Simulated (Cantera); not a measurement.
**Pyrogenic steam for wet oxidation**

An isothermal, constant-pressure homogeneous reactor starts with 17.9 % H2, 11.2 % O2, 67.2 % N2, 3.70 % H2O, equivalence ratio 0.80, at 1125 K and 0.580 bar.

Model: GRI-Mech 3.0 (53 species, 325 reactions), integrated in Cantera. The temperature is held fixed by assumption; the heat of reaction is taken as removed at once.

```csv
t (s),x H2,x O2,x HO2,x O,x H2O,x H2O2
6.00e-5,0.179,0.112,1.51e-7,7.45e-8,0.0370,5.25e-10
0.000177,0.111,0.0824,4.78e-5,0.00378,0.0935,2.47e-6
0.000520,0.00357,0.0262,2.18e-5,0.000295,0.233,4.62e-6
0.00153,0.000605,0.0248,1.09e-5,2.59e-5,0.237,1.80e-6
0.00451,0.000115,0.0246,3.38e-6,3.18e-6,0.237,4.61e-7
0.0133,1.53e-5,0.0246,5.62e-7,4.84e-7,0.237,1.09e-7
0.0391,1.13e-6,0.0246,6.12e-8,1.04e-7,0.237,3.05e-8
0.115,1.13e-7,0.0246,1.13e-8,2.90e-8,0.237,9.28e-9
0.340,3.06e-8,0.0246,3.65e-9,9.32e-9,0.237,3.09e-9
1.00,1.08e-8,0.0246,1.76e-9,3.25e-9,0.237,1.10e-9
```
x: mole fraction; the columns are a selection and need not sum to one.

Equilibrium at this temperature and pressure: H2 4.82e-9, O2 0.0246, HO2 1.48e-9, O 9.56e-10, H2O 0.237, H2O2 3.32e-10 (gas phase only).
